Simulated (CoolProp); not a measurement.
Vapour-liquid equilibrium of benzene (1) + dimethyl carbonate (2) at 1.9 MPa; x and y are mole fractions of (1).

Computed with CoolProp (multi-fluid Helmholtz-energy mixture model, Thol 2012 and Zhou 2011; pair parameters Bell 2016).

Q: Give the bubble temperature and the first vapour's composition at x = 0.35, 0.45, 0.95. Is there an azeotrope?

A: x = 0.35: 216.5 °C, y = 0.367; x = 0.45: 216.0 °C, y = 0.461; x = 0.95: 217.4 °C, y = 0.945. y crosses x between x = 0.55 and 0.65: the model has an azeotrope there.

The pair parameters rest on a limited set of measurements; away from them the model extrapolates.
